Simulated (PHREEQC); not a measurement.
0.81 g of hydrous ferric oxide (600 m²/g; 0.2 weak and 0.005 strong sites per Fe, Dzombak-Morel constants, diffuse double layer) in 1 kg of water with 0.3 mol/kgw of an inert sodium salt and 0.0017 mol ZnCl2, at 25 °C; the pH is set by adding NaOH or the inert anion's acid. O2 is buffered at 0.21 atm. The system is closed to CO2. No solid was allowed to form.

The series has 17 steps of pH, from 4 to 10.

The numbers come from PHREEQC with the ion-association model, wateq4f.dat.

Task: Near which pH is half of the Zn sorbed, and on which side is more sorbed?

Result: Near pH 7.0, with more sorbed at higher pH.

Along this series the solution becomes supersaturated in solids that the run did not let form, among them Zincite(c), Zn5(OH)8Cl2.
